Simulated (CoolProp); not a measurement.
Saturated liquid density (kg/m³) of R124: the reference equation beside estimates from Tc = 395.4 K, pc = 3624 kPa, ω = 0.288. Rackett uses Z = 0.29056 − 0.08775 ω.

Model: reference Helmholtz-energy equation of state, de Vries 1995, in CoolProp.

```
T (K)  reference  Rackett  Redlich-Kwong  Soave-Redlich-Kwong  Peng-Robinson
-----  ---------  -------  -------------  -------------------  -------------
267            ?     1485           1277                 1333           1508
269.5       1448     1477           1269                 1326           1500
272         1441     1469           1261                 1318              ?
274.5       1433     1460           1253                 1310           1483
277         1425     1452           1244                 1302           1474
279.5       1417     1444           1236                 1294           1466
282         1409     1436           1227                 1286           1457
284.5       1401     1427           1219                 1278           1447
287         1393     1419           1210                 1269           1438
289.5       1385     1410           1201                 1261           1429
292         1376     1401              ?                 1252           1419
294.5       1368     1393           1183                 1243           1409
297         1359     1384           1173                 1234           1399
299.5       1351     1375           1164                 1225              ?
```

### Question
Fill in the missing entries.

### Answer

- 267, reference: 1456
- 272, Peng-Robinson: 1492
- 292, Redlich-Kwong: 1192
- 299.5, Peng-Robinson: 1389

Absolute difference from the reference over all 14 rows, mean and median: Rackett 1.9 and 1.9 %, Redlich-Kwong 13.0 and 13.0 %, Soave-Redlich-Kwong 8.8 and 8.8 %, Peng-Robinson 3.3 and 3.3 %.
